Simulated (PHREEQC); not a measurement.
PHREEQC input (Pitzer model, pitzer.dat):

```
SOLUTION 1
  temp 25
  units mol/kgw
  pH 7 charge
  Cl 0.59
  Na 1.2764
  C(4) 0.0032
  S(6) 0.34
END
USE solution 1
INCREMENTAL_REACTIONS false
REACTION 1
  H2O -1
  0 9.886 18.011 24.689 30.178 34.689 38.397 41.444
  43.949 46.007 47.699 49.089 50.232 51.172 51.944 52.578
  53.1 53.528 53.88 54.17 moles
EQUILIBRIUM_PHASES 1
  Burkeite 0 0
  Halite 0 0
  Mirabilite 0 0
  Nahcolite 0 0
  Natron 0 0
  Thenardite 0 0
  Trona 0 0
  CO2(g) -3.4 10
SELECTED_OUTPUT 1
  -reset false
  -pH true
  -pe true
  -ionic_strength true
  -water true
  -activities H2O
  -totals C Cl Na S
  -molalities H+ Na+ Cl- CO3-2 SO4-2 OH- HCO3- CO2 HSO4-
  -equilibrium_phases Burkeite Halite Mirabilite Nahcolite Natron Thenardite Trona
PRINT
  -reset false
END
```

Selected output (columns that matter, 18 of 20 rows; water left (kg) added in front):

```
water left (kg)	pH	mu	C	Cl	Na	S	m_H+	m_Na+	m_Cl-	m_CO3-2	la_H2O	Halite	Mirabilite	Thenardite
0.999961	8.6117	1.6171	0.0057729	0.59002	1.2764	0.34001	3.8365e-09	1.2764	0.59002	0.00063035	-0.014115	0	0	0
0.821857	8.6517	1.9677	0.0068995	0.71789	1.5531	0.4137	3.3803e-09	1.5531	0.71789	0.00088937	-0.01719	0	0	0
0.675479	8.6878	2.3942	0.0082321	0.87345	1.8896	0.50335	2.9481e-09	1.8896	0.87345	0.0012428	-0.021013	0	0	0
0.55517	8.7196	2.9133	0.0098084	1.0627	2.2991	0.61243	2.5306e-09	2.2991	1.0627	0.0017182	-0.025817	0	0	0
0.456282	8.7471	3.5449	0.011676	1.2931	2.7974	0.74515	2.1213e-09	2.7974	1.2931	0.0023477	-0.031934	0	0	0
0.308213	8.7894	5.2486	0.016548	1.9143	4.1413	1.1031	1.3267e-09	4.1413	1.9143	0.0042114	-0.050243	0	0	0
0.25332	8.8043	6.3864	0.019743	2.3291	5.0387	1.3422	9.5762e-10	5.0387	2.3291	0.005515	-0.06418	0	0	0
0.199416	8.838	7.3805	0.024346	2.9586	5.9121	1.4607	6.0024e-10	5.9121	2.9586	0.0077393	-0.081934	0	0.048716	0
0.171117	8.863	7.9007	0.027764	3.4479	6.4225	1.4686	4.3124e-10	6.4225	3.4479	0.0096279	-0.094737	0	0	0.088698
0.140638	8.9146	7.6684	0.032341	4.1952	6.517	1.1382	2.9337e-10	6.517	4.1952	0.013153	-0.10546	0	0	0.17993
0.115599	8.9557	7.6227	0.037677	5.1038	6.7897	0.81526	1.8826e-10	6.7897	5.1038	0.017672	-0.1212	0	0	0.24576
0.095009	9	7.6847	0.044581	5.5007	6.964	0.69796	1.4511e-10	6.964	5.5007	0.022765	-0.12919	0.067381	0	0.27369
0.0780754	9.0503	7.6982	0.053247	5.4941	6.9717	0.6978	1.2962e-10	6.9717	5.4941	0.028706	-0.12926	0.16105	0	0.28552
0.0527475	9.1486	7.7345	0.076122	5.4764	6.9922	0.69719	1.0417e-10	6.9922	5.4764	0.045186	-0.12943	0.30113	0	0.30322
0.0433443	9.1969	7.7589	0.091161	5.4647	7.0057	0.69669	9.3703e-11	7.0057	5.4647	0.056466	-0.12955	0.35314	0	0.3098
0.0356345	9.2446	7.7885	0.10922	5.4505	7.0221	0.69602	8.4512e-11	7.0221	5.4505	0.070345	-0.12969	0.39577	0	0.3152
0.0292938	9.2917	7.8246	0.131	5.4333	7.042	0.69513	7.6416e-11	7.042	5.4333	0.087441	-0.12986	0.43084	0	0.31964
0.0240701	9.3385	7.8687	0.15733	5.4124	7.0662	0.69397	6.9271e-11	7.0662	5.4124	0.10852	-0.13007	0.45972	0	0.3233
```

Complexes and solids missing from the database can't appear.
